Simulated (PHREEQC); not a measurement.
Make-up at 20 °C: 3.1 mmol/kgw CuCl2, 13 mmol/kgw HCl and 2.2 mmol/kgw KCl. Closed to the air; pH follows from the charge balance.

Model: ion-association model, phreeqc.dat, run in PHREEQC.

| quantity | before | after |
|---|---|---|
| pH | 1.94 | 2.93 |
| SI of Sylvite (KCl) | -5.34 | -5.65 |

Problem. Name the change that produced these shifts.
A. HCl from 0.013 to 0.0013 mol/kgw
B. CuCl2 left out
C. temperature from 20 to 55 °C
D. CuCl2 from 0.0031 to 0.0062 mol/kgw

Solution. A, HCl from 0.013 to 0.0013 mol/kgw

This is a speciation only: nothing precipitates in the calculation.
